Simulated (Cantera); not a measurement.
Source: NASA polynomial tables (part measured, part estimated), evaluated in Cantera. Values are per mole of reaction as written; species without (g) are pure solids or liquids, kept so even where they would boil at 1 bar.

6 NO2(g) + 9 H2O(g) + 7 Cr ⇌ 7 CrO3(g) + 6 NH3(g), with ΔH° = -354.7 kJ and ΔS° = -286.3 J/K at 300 K.

Q: How far is the shortcut ΔG° ≈ ΔH°(300 K) − T·ΔS°(300 K) from the full temperature-dependent value at 1300, 1325, 1350, 1375, 1400, 1425, 1450, 1475 K?

A: 
| T (K) | shortcut (kJ) | full (kJ) | difference (kJ) | difference in log10 K |
|---|---|---|---|---|
| 1300 | 17.5 | 52.1 | -34.6 | 1.39 |
| 1325 | 24.7 | 60.5 | -35.9 | 1.41 |
| 1350 | 31.8 | 69.0 | -37.2 | 1.44 |
| 1375 | 39.0 | 77.5 | -38.5 | 1.46 |
| 1400 | 46.1 | 86.1 | -39.9 | 1.49 |
| 1425 | 53.3 | 94.6 | -41.3 | 1.51 |
| 1450 | 60.5 | 103.2 | -42.8 | 1.54 |
| 1475 | 67.6 | 111.9 | -44.2 | 1.57 |
The shortcut ignores the heat-capacity change of the reaction.
